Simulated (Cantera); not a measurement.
Input: 1 mol NH₃, 0.2 mol O₂, 1 mol H₂, held at 2477 °C and 66.0 bar.

These are equilibrium values from Cantera (NASA tables, ideal gas, pure condensed phases), not measurements of a reactor. Candidate condensed phases: H₂O; 24 gas species. The ideal-gas law is rough above about 30 bar. Equilibrium is a limit: real reactors are often held back by kinetics, nucleation or transport.

Base state: H₂ 0.694, N₂ 0.166, H₂O 0.132, H 0.00701, OH 0.000360, NH₃ 0.000128, NO 1.44e-5 (mole fractions); condensed: gas only.

### Question
What changes in the equilibrium state with this change: 0.0042 mol Cl₂ added?

### Answer
| species | before | after |
|---|---|---|
| H₂ | 0.694 | 0.692 |
| N₂ | 0.166 | 0.166 |
| H₂O | 0.132 | 0.132 |
| HCl | 0 | 0.00277 |
| Cl | 0 | 1.94e-5 |
| NH₃ | 0.000128 | 0.000127 |
| H | 0.00701 | 0.00700 |
| NO | 1.44e-5 | 1.44e-5 |
Further candidate phases: NH₄Cl.
